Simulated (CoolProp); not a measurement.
n-nonane along the isobar 2490 kPa: Z from the reference equation and from simpler models built on Tc = 594.5 K, pc = 2282 kPa, ω = 0.443; each cubic takes its own stable root.

Computed with CoolProp (reference Helmholtz-energy equation of state, Lemmon 2006). It is a short technical equation, of lower accuracy than the large ones.

```json
[
 {"T (K)": "409", "phase": "liquid", "reference": "0.1498", "van der Waals": "0.2662", "Redlich-Kwong": "0.1854", "Soave-Redlich-Kwong": "0.1747", "Peng-Robinson": "0.1548"},
 {"T (K)": "426.3", "phase": "liquid", "reference": "0.1473", "van der Waals": "0.2609", "Redlich-Kwong": "0.1828", "Soave-Redlich-Kwong": "0.1718", "Peng-Robinson": "0.1522"},
 {"T (K)": "443.7", "phase": "liquid", "reference": "0.1453", "van der Waals": "0.2565", "Redlich-Kwong": "0.1810", "Soave-Redlich-Kwong": "0.1697", "Peng-Robinson": "0.1502"},
 {"T (K)": "461.1", "phase": "liquid", "reference": "0.1438", "van der Waals": "0.2531", "Redlich-Kwong": "0.1800", "Soave-Redlich-Kwong": "0.1685", "Peng-Robinson": "0.1490"},
 {"T (K)": "478.4", "phase": "liquid", "reference": "0.1428", "van der Waals": "0.2508", "Redlich-Kwong": "0.1800", "Soave-Redlich-Kwong": "0.1682", "Peng-Robinson": "0.1487"},
 {"T (K)": "495.8", "phase": "liquid", "reference": "0.1426", "van der Waals": "0.2496", "Redlich-Kwong": "0.1810", "Soave-Redlich-Kwong": "0.1689", "Peng-Robinson": "0.1494"},
 {"T (K)": "513.2", "phase": "liquid", "reference": "0.1430", "van der Waals": "0.2497", "Redlich-Kwong": "0.1833", "Soave-Redlich-Kwong": "0.1711", "Peng-Robinson": "0.1513"},
 {"T (K)": "530.5", "phase": "liquid", "reference": "0.1446", "van der Waals": "0.2514", "Redlich-Kwong": "0.1873", "Soave-Redlich-Kwong": "0.1751", "Peng-Robinson": "0.1550"},
 {"T (K)": "547.9", "phase": "liquid", "reference": "0.1476", "van der Waals": "0.2555", "Redlich-Kwong": "0.1939", "Soave-Redlich-Kwong": "0.1819", "Peng-Robinson": "0.1613"},
 {"T (K)": "565.3", "phase": "liquid", "reference": "0.1532", "van der Waals": "0.2632", "Redlich-Kwong": "0.2047", "Soave-Redlich-Kwong": "0.1936", "Peng-Robinson": "0.1722"},
 {"T (K)": "582.6", "phase": "liquid", "reference": "0.1650", "van der Waals": "0.2781", "Redlich-Kwong": "0.2246", "Soave-Redlich-Kwong": "0.2162", "Peng-Robinson": "0.1937"},
 {"T (K)": "600", "phase": "supercritical", "reference": "0.2376", "van der Waals": "0.3176", "Redlich-Kwong": "0.2868", "Soave-Redlich-Kwong": "0.3114", "Peng-Robinson": "0.2887"}
]
```
